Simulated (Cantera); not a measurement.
## CH3SiCl3 + H2 + C2H4 (silicon carbide growth)

Input: 1 mol CH3SiCl3, 3.9 mol H2, 1.3 mol C2H4, equilibrated at 75.0 Torr.

Method: chemical equilibrium by Gibbs-energy minimisation in Cantera with the NASA 1993 tables (ideal gas, pure condensed phases). Candidate condensed phases: C, C6H6, C7H8, C8H18, Si, SiC; 109 gas species. The feed counts by its element totals alone. The tables' values for SiCl, SiCl3 are old estimates; treat these amounts as uncertain. Gases not in the tables: Si2H6 and higher silanes. Rates play no part.

```csv
T (K),x H2,x HCl,x H,x Si,x SiCl2,x Cl,x SiC2,n C(graphite),n SiC(s)
2198,0.692,0.265,0.0146,0.000386,0.0210,0.00409,3.68e-5,2.78,0.786
2248,0.689,0.260,0.0193,0.000720,0.0224,0.00527,8.27e-5,2.79,0.765
2298,0.684,0.254,0.0251,0.00131,0.0237,0.00671,0.000179,2.80,0.740
2348,0.678,0.248,0.0322,0.00231,0.0249,0.00842,0.000375,2.81,0.708
2398,0.670,0.241,0.0408,0.00400,0.0259,0.0105,0.000762,2.83,0.663
2448,0.658,0.232,0.0511,0.00675,0.0267,0.0128,0.00150,2.85,0.597
2498,0.643,0.223,0.0632,0.0112,0.0272,0.0155,0.00288,2.89,0.497
2548,0.623,0.212,0.0772,0.0181,0.0274,0.0185,0.00537,2.94,0.340
2598,0.596,0.199,0.0930,0.0287,0.0270,0.0217,0.00977,3.04,0.0859
```
x: gas mole fraction; n: condensed amount in mol.

From 2198 K to 2598 K the condensed part is C(graphite) + SiC(s). The main Si-bearing gas is SiCl2 at 2198 K and Si at 2598 K. The share of Si in condensed phases is highest at 2198 K (78.6 %) and lowest at 2598 K (8.6 %).
